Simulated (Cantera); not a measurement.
An isothermal, constant-pressure homogeneous reactor starts with 1.19 % H2, 98.8 % O2, equivalence ratio 0.0060, at 1425 K and 1.20 Torr.

Detailed kinetics in Cantera: GRI-Mech 3.0 (53 species, 325 reactions). Radical loss at walls, strong at low pressure, is not modelled.

x: mole fraction; the columns are a selection and need not sum to one.

| t (s) | x H2 | x O2 | x HO2 | x H2O2 | x OH |
|---|---|---|---|---|---|
| 3.00e-6 | 0.0119 | 0.988 | 1.39e-10 | <1e-12 | 1.37e-12 |
| 1.05e-5 | 0.0119 | 0.988 | 4.84e-10 | <1e-12 | 1.64e-11 |
| 3.67e-5 | 0.0119 | 0.988 | 1.69e-9 | <1e-12 | 1.89e-10 |
| 0.000128 | 0.0119 | 0.988 | 5.92e-9 | <1e-12 | 1.91e-9 |
| 0.000448 | 0.0119 | 0.988 | 2.07e-8 | 2.81e-12 | 1.41e-8 |
| 0.00157 | 0.0119 | 0.988 | 7.23e-8 | 3.25e-11 | 8.15e-8 |
| 0.00548 | 0.0119 | 0.988 | 2.51e-7 | 3.35e-10 | 9.13e-7 |
| 0.0191 | (withheld) | 0.987 | (withheld) | 1.24e-9 | (withheld) |
| 0.0669 | 5.47e-5 | 0.977 | 5.43e-8 | 1.33e-9 | 0.00165 |
| 0.234 | 5.42e-5 | 0.977 | 5.41e-8 | 1.33e-9 | 0.00165 |
| 0.818 | 5.31e-5 | 0.977 | 5.36e-8 | 1.32e-9 | 0.00163 |
| 2.86 | 4.96e-5 | 0.978 | 5.19e-8 | 1.29e-9 | 0.00158 |
| 10.0 | 3.97e-5 | 0.980 | 4.64e-8 | 1.19e-9 | 0.00141 |

Problem. Fill in the missing entries.

Solution. 
- 0.0191, x H2: 0.0109
- 0.0191, x HO2: 4.13e-7
- 0.0191, x OH: 0.000489
